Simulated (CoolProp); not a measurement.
R143a along the isobar 9.13 bar: Z from the reference equation and from simpler models built on Tc = 345.9 K, pc = 37.62 bar, ω = 0.261; each cubic takes its own stable root.

Computed with CoolProp (reference Helmholtz-energy equation of state, Lemmon and Jacobsen 2000).

```
T (K)  phase  reference  van der Waals  Redlich-Kwong  Soave-Redlich-Kwong  Peng-Robinson
-----  -----  ---------  -------------  -------------  -------------------  -------------
297.6    gas     0.8264         0.8853         0.8582               0.8479         0.8375
305.2    gas     0.8441         0.8928         0.8694               0.8615         0.8513
312.9    gas     0.8593         0.8997         0.8795               0.8736         0.8636
320.5    gas     0.8722         0.9059         0.8885               0.8842         0.8745
328.2    gas     0.8836         0.9116         0.8966               0.8939         0.8843
335.8    gas     0.8935         0.9168         0.9039               0.9024         0.8931
343.5    gas     0.9024         0.9217         0.9105               0.9102         0.9011
351.1    gas     0.9101         0.9261         0.9165               0.9172         0.9083
```
